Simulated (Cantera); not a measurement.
Feed: 1 mol FeS2, 320 mol H2, equilibrated at 1600 K.

These are equilibrium values from Cantera (NASA tables, ideal gas, pure condensed phases), not measurements of a reactor. Candidate condensed phases: Fe, FeS, FeS2, S; 8 gas species. Rates play no part.

Task: What share of the Fe ends up in condensed phases as a function of P (Pa), at 10, 100, 1000, 10000, 100000, 1000000?

Result: 
```csv
P (Pa),Fe condensed (%),as
10,0.0,-
100,64.8,Fe(γ)
1000,96.5,Fe(γ)
10000,99.6,Fe(γ)
100000,100.0,Fe(γ)
1000000,100.0,Fe(γ)
```
